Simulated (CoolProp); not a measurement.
The numbers come from the reference Helmholtz-energy equation of state, Lemmon 2022 in CoolProp.

For R1234yf, give the phase and the Z, expansivity (1/kK), Prandtl number at 233.9 K and 0.94 MPa.


- 233.9 K and 0.94 MPa: liquid; Z 0.0426, expansivity 2.08, Prandtl number 4.71

Viscosity comes from a separate model (Bell 2016), an estimate that may be off by 10 % or more. Thermal conductivity comes from a separate model (Perkins 2011).
